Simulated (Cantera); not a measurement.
Input (Python, Cantera):

```python
import numpy as np
import cantera as ct

gas = ct.Solution("gri30.yaml")
gas.TPX = 1298, 11000, {'N2O': 1, 'N2': 0.96}
inlet = ct.Reservoir(gas, clone=True)

reactor = ct.IdealGasConstPressureReactor(gas, energy="off", clone=False)
exhaust = ct.Reservoir(gas, clone=True)
tau = [0.55, 0.27, 0.13, 0.062, 0.03, 0.014, 0.007, 0.0034, 0.0016, 0.00079, 0.00038][0]
for a, b in ((inlet, reactor), (reactor, exhaust)):
    ct.MassFlowController(a, b, mdot=lambda t: reactor.mass / tau)
net = ct.ReactorNet([reactor])
show = ['N2O', 'NO2', 'O2', 'O', 'NO', 'N2']

rows = []
print(f"{'tau/s':>10s}{'T/K':>9s}" + "".join(f"{s:>11s}" for s in show))
for tau in [0.55, 0.27, 0.13, 0.062, 0.03, 0.014, 0.007, 0.0034, 0.0016, 0.00079, 0.00038]:
    net.initial_time = 0.0
    net.advance(30 * tau)
    before = gas.X
    net.advance(40 * tau)
    drift = np.max(np.abs(gas.X - before) / (gas.X + 1e-9))
    rows.append([gas.T, *gas[show].X, drift])
    print(f"{tau:10.3e}{gas.T:9.1f}" + "".join(f"{x:11.3e}" for x in gas[show].X))
```

Result:

```
     tau/s      T/K        N2O        NO2         O2          O         NO         N2
 5.500e-01   1298.0  4.057e-01  1.202e-05  3.551e-02  7.326e-06  1.222e-02  5.466e-01
 2.700e-01   1298.0  4.528e-01  6.222e-06  1.949e-02  7.364e-06  6.728e-03  5.210e-01
 1.300e-01   1298.0  4.808e-01  2.858e-06  9.975e-03  7.381e-06  3.448e-03  5.057e-01
 6.200e-02   1298.0  4.957e-01  1.160e-06  4.904e-03  7.386e-06  1.697e-03  4.976e-01
 3.000e-02   1298.0  5.031e-01  4.197e-07  2.406e-03  7.380e-06  8.329e-04  4.936e-01
 1.400e-02   1298.0  5.069e-01  1.244e-07  1.128e-03  7.361e-06  3.906e-04  4.916e-01
 7.000e-03   1298.0  5.085e-01  3.660e-08  5.628e-04  7.321e-06  1.949e-04  4.907e-01
 3.400e-03   1298.0  5.094e-01  9.346e-09  2.707e-04  7.238e-06  9.376e-05  4.902e-01
 1.600e-03   1298.0  5.098e-01  2.082e-09  1.244e-04  7.061e-06  4.308e-05  4.900e-01
 7.900e-04   1298.0  5.100e-01  4.748e-10  5.866e-05  6.742e-06  2.032e-05  4.899e-01
 3.800e-04   1298.0  5.101e-01  9.262e-11  2.574e-05  6.150e-06  8.918e-06  4.898e-01
```

Model: GRI-Mech 3.0 (53 species, 325 reactions), integrated in Cantera. GRI-Mech 3.0 was tuned for natural gas; its chemistry of N2O as a main component is partial and can be far from experiment. The mechanism lacks the step 2 NO + O2 → 2 NO2, which can matter for NO2 below about 1400 K. The temperature is held fixed by assumption; the heat of reaction is taken as removed at once.
